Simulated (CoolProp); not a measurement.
Vapour-liquid equilibrium of ethane (1) + C2F6 (R116) (2) at -56.65 °C; x and y are mole fractions of (1).

Model: multi-fluid Helmholtz-energy mixture model, Bücker 2006 and Lemmon 2006; pair parameters Bell 2016, in CoolProp.

```
x     bubble pressure, mixture model (bar)  bubble pressure, Raoult's law (bar)  y, mixture model  y, Raoult's law
----  ------------------------------------  -----------------------------------  ----------------  ---------------
0.05                                 3.249                                2.894             0.162            0.075
0.2                                  4.322                                3.118             0.440            0.277
0.35                                 4.950                                3.342             0.565            0.452
0.5                                  5.224                                3.566             0.628            0.605
0.65                                 5.309                                3.791             0.670            0.740
0.8                                  5.253                                4.015             0.725            0.860
0.95                                 4.756                                4.239             0.875            0.967
```

The largest gap from Raoult's law is +48.1 % in bubble pressure, at x = 0.35. y crosses x between x = 0.65 and 0.8: the model has an azeotrope there.

The pair parameters rest on a limited set of measurements; away from them the model extrapolates.
